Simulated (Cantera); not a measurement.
A diamond (100) surface in a fixed gas of H2 with x(CH4) = 0.012, x(H) = 0.019, x(CH3) = 5.1e-05, at 1400 K; coverages are run to steady state.

Computed with Cantera and the Harris–Goodwin 1993 mechanism for the reconstructed diamond (100) surface.

One state of this run: growth (µm/h) = 0.962; θ c6HH = 0.328; θ c6H* = 0.0600; θ c6*H = 0.547; θ c6** = 0.0651; θ c6HM = 2.26e-5. θ: site fractions in the mechanism's names (c6HH fully hydrogenated, c6H* and c6*H radical sites, c6** diradical, c6HM methylated).

### Question
Which value of P (Pa) does it belong to?
(A) 3100
(B) 470
(C) 5800
(D) 39000

### Answer
C, 5800
